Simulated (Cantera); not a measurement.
What does this Cantera script print?

```python
import numpy as np
import cantera as ct

gas_names = """
    C CO CO2 C2 C2O C3 C3O2 C4 C5 O O2 O3 Pb PbO Pb2
""".split()
cond_names = """
    C(gr) Pb(cr) Pb(L) PbO(rd) PbO(yw) PbO(L) PbO2(s) Pb3O4(s)
""".split()


# ... load() reads the species with a 1 bar reference pressure and builds the phases ...
atoms = {
    'PbO': {'Pb': 1, 'O': 1},
    'CO': {'C': 1, 'O': 1},
}
top_T = {'C(gr)': 4500, 'Pb3O4(s)': 820}  # K; cautious upper limits of use, not melting points


# ... equilibrate(T, P, feed) seeds the gas with the atoms and calls Mixture.equilibrate('TP', solver="vcs", rtol=1e-11, max_steps=5000) ...
results = []
feed = {'PbO': 1, 'CO': 8.6}  # mol
T = 2550  # K
P = 33  # Pa
mix = equilibrate(T, P, feed)
results.append((T, P, feed, dict(zip(mix.species_names, mix.species_moles))))
print(gas.report(threshold=0.001))
for i in range(1, mix.n_phases):
    print(f"{mix.phase(i).name:16s} {mix.phase_moles(i):12.5e} mol")
```

Result:

```
       temperature   2550 K
          pressure   33 Pa
           density   6.9856e-05 kg/m^3
  mean mol. weight   44.881 kg/kmol
   phase of matter   gas

                          1 kg             1 kmol
                     ---------------   ---------------
          enthalpy        2.5197e+05        1.1309e+07  J
   internal energy       -2.2042e+05       -9.8929e+06  J
           entropy            7411.5        3.3264e+05  J/K
    Gibbs function       -1.8647e+07       -8.3692e+08  J
 heat capacity c_p            794.86             35674  J/K
 heat capacity c_v            609.61             27360  J/K

                      mass frac. Y      mole frac. X     chem. pot. / RT
                     ---------------   ---------------   ---------------
                CO           0.50632            0.8113           -41.997
               CO2           0.02001          0.020407           -63.549
                 O          0.023959           0.06721           -21.552
                O2         0.0031215         0.0043783           -43.104
                Pb           0.44492          0.096374           -25.446
     [  +10 minor]           0.00167         0.0003358

C(gr)             0.00000e+00 mol
Pb(L)             0.00000e+00 mol
PbO(L)            0.00000e+00 mol
```

Method: chemical equilibrium by Gibbs-energy minimisation in Cantera with the NASA 1993 tables (ideal gas, pure condensed phases).
